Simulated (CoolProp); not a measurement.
C3F8 (R218) along the isotherm 364.7 K: density (kg/m³) from the reference equation and from simpler models built on Tc = 345.0 K, pc = 2.640 MPa, ω = 0.317; each cubic takes its own stable root.

The numbers come from the reference Helmholtz-energy equation of state, Lemmon 2006 in CoolProp. It is a short technical equation, of lower accuracy than the large ones.

```
p (MPa)          phase  reference
-------  -------------  ---------
1.65               gas      127.6
3.3      supercritical      419.3
4.95     supercritical      890.2
6.6      supercritical       1012
8.25     supercritical       1077
9.9      supercritical       1123
11.6     supercritical       1160
13.2     supercritical       1188
```

Task: How far does each simpler model (ideal gas, van der Waals, Redlich-Kwong, Soave-Redlich-Kwong, Peng-Robinson) lie from the reference over these 8 states: mean and median of the absolute difference, and the worst?

Result: 
- ideal gas: mean 45.4 %, median 48.3 %, worst -65.5 % at 364.7 K and 4.95 MPa
- van der Waals: mean 18.3 %, median 21.7 %, worst -22.1 % at 364.7 K and 13.2 MPa
- Redlich-Kwong: mean 4.9 %, median 5.1 %, worst -8.0 % at 364.7 K and 4.95 MPa
- Soave-Redlich-Kwong: mean 6.7 %, median 6.0 %, worst -13.4 % at 364.7 K and 4.95 MPa
- Peng-Robinson: mean 3.2 %, median 2.9 %, worst +6.1 % at 364.7 K and 13.2 MPa
